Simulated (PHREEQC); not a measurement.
## Reverse-osmosis reject

Model water analysis in mg/L, 32 °C, pH 7.71, pe 2.6:

```tsv
constituent	mg/L
Na	2780
K	558
Ca	40.9
Mg	23.2
Cl	4990
S(6) as SO4	13.4
Alkalinity as HCO3	94.5
Si as SiO2	4.32
Sr	52.3
Fe(2)	150
```

Cl is adjusted to close the charge balance.
Valence states are taken as typed.

All values are PHREEQC results (ion-association model, phreeqc.dat), not measurements.

The ionic strength comes out as 0.151 mol/kgw. The specific conductance is 17600 µS/cm and the density is 1.001 g/cm³.

```csv
species,molality,activity,log γ
Cl-,0.145,0.106,-0.135
Na+,0.122,0.0926,-0.120
K+,0.0144,0.0105,-0.136
Fe+2,0.00236,0.000830,-0.454
HCO3-,0.00123,0.000936,-0.119
Ca+2,0.00102,0.000350,-0.465
Mg+2,0.000953,0.000345,-0.441
Sr+2,0.000595,0.000206,-0.462
FeCl+,0.000161,0.000122,-0.121
```

This is a speciation only: nothing precipitates in the calculation. The solution is supersaturated, for example in Siderite, so a real one may precipitate; this is no full list.
